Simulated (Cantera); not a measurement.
Feed: 1 mol SiC, 0.23 mol Si, 9.5 mol H2, held at 330 Torr.

Cantera equilibrium calculation (NASA polynomials, part measured and part estimated; ideal gas, pure solids and liquids). Candidate condensed phases: C, C6H6, C7H8, C8H18, Si, SiC; 87 gas species. Mutual solubility and eutectic melting of coexisting phases are not modelled. Gases not in the tables: Si2H6 and higher silanes. Kinetics and transport are ignored.

What share of the Si ends up in condensed phases as a function of T (K), at 1475, 1575, 1675, 1775, 1875, 1975, 2075, 2175, 2275, 2375, 2475, 2575?


```csv
T (K),Si condensed (%),as
1475,100.0,Si(s) + SiC(s)
1575,100.0,Si(s) + SiC(s)
1675,100.0,Si(s) + SiC(s)
1775,100.0,Si(l) + SiC(s)
1875,99.9,Si(l) + SiC(s)
1975,99.8,Si(l) + SiC(s)
2075,99.6,Si(l) + SiC(s)
2175,99.1,Si(l) + SiC(s)
2275,97.8,Si(l) + SiC(s)
2375,94.8,Si(l) + SiC(s)
2475,88.5,Si(l) + SiC(s)
2575,76.0,SiC(s)
```
